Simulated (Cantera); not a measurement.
Charge: 1 mol PbO, 0.17 mol CO, 76 mol H2, equilibrated at 1150 °C and 150 Pa.

These are equilibrium values from Cantera (NASA tables, ideal gas, pure condensed phases), not measurements of a reactor. Candidate condensed phases: C, C6H6, C7H8, C8H18, H2O, Pb, PbO, PbO2, Pb3O4; 113 gas species. Rates play no part.

Base state: H2 0.972, Pb 0.0130, H2O 0.0129, CO 0.00219, H 0.000169, CO2 1.29e-5 (mole fractions); condensed: gas only.

Task: What changes in the equilibrium state with this change: H2 from 76 to 0.6 mol?

Result: 
| species | before | after |
|---|---|---|
| Pb | 0.0130 | 0.435 |
| H2O | 0.0129 | 0.339 |
| PbO | 3.86e-8 | 0.129 |
| H2 | 0.972 | 0.000255 |
| CO2 | 1.29e-5 | 0.0958 |
| O2 | <1e-9 | 0.000481 |
| OH | 4.90e-8 | 7.91e-5 |
Gases not in the tables: (PbO)n polymers.
